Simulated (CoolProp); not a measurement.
Vapour-liquid equilibrium of R143a (1) + isobutene (2) at 6.26 bar; x and y are mole fractions of (1).

Model: multi-fluid Helmholtz-energy mixture model, Lemmon and Jacobsen 2000 and Lemmon 2005; pair parameters Bell 2016, in CoolProp.

| x | bubble temperature, mixture model (°C) | bubble temperature, Raoult's law (°C) | y, mixture model | y, Raoult's law |
|---|---|---|---|---|
| 0.05 | 41.3 | 45.9 | [?] | 0.168 |
| 0.15 | [?] | 37.2 | 0.494 | 0.410 |
| 0.25 | 20.4 | 30.1 | 0.625 | 0.574 |
| 0.35 | 15.4 | 24.2 | 0.702 | 0.691 |
| 0.45 | 11.9 | 19.2 | 0.756 | 0.776 |
| 0.55 | 9.2 | 14.8 | [?] | 0.841 |
| 0.65 | 6.9 | 10.9 | 0.839 | 0.891 |
| 0.75 | [?] | 7.5 | 0.879 | 0.931 |
| 0.85 | 2.9 | 4.4 | 0.922 | 0.963 |
| 0.95 | 1.1 | 1.6 | 0.972 | 0.989 |

Question: Complete the blanks.

Answer: 
- 0.05, y, mixture model: 0.233
- 0.15, bubble temperature, mixture model (°C): 28.2
- 0.55, y, mixture model: 0.799
- 0.75, bubble temperature, mixture model (°C): 4.8

The largest gap from Raoult's law is -9.7 K in bubble temperature, at x = 0.25. No azeotrope shows between x = 0.05 and 0.95.

The pair parameters rest on a limited set of measurements; away from them the model extrapolates.
